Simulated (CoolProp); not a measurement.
Vapour-liquid equilibrium of n-perfluoropentane (1) + n-pentane (2) at 29.25 °C; x and y are mole fractions of (1).

The numbers come from the multi-fluid Helmholtz-energy mixture model, Gao 2022 and Thol 2019; pair parameters Bell 2016 in CoolProp.

```csv
x,"bubble pressure, mixture model (bar)","bubble pressure, Raoult's law (bar)","y, mixture model","y, Raoult's law"
0.05,1.118,0.8090,0.308,0.063
0.125,1.352,0.8249,0.449,0.153
0.2,1.437,0.8409,0.495,0.241
0.275,1.463,0.8569,0.510,0.325
0.35,1.467,0.8729,0.514,0.406
0.425,1.468,0.8888,0.515,0.484
0.5,1.469,0.9048,0.517,0.559
0.575,1.468,0.9208,0.525,0.632
0.65,1.459,0.9367,0.543,0.702
0.725,1.433,0.9527,0.574,0.770
0.8,1.379,0.9687,0.625,0.835
0.875,1.284,0.9847,0.710,0.899
0.95,1.139,1.001,0.852,0.960
```

The largest gap from Raoult's law is +70.9 % in bubble pressure, at x = 0.2. y crosses x between x = 0.5 and 0.575: the model has an azeotrope there.

The pair parameters rest on a limited set of measurements; away from them the model extrapolates. With so large a gap from Raoult's law the liquid may split in two, which this calculation doesn't test in full.
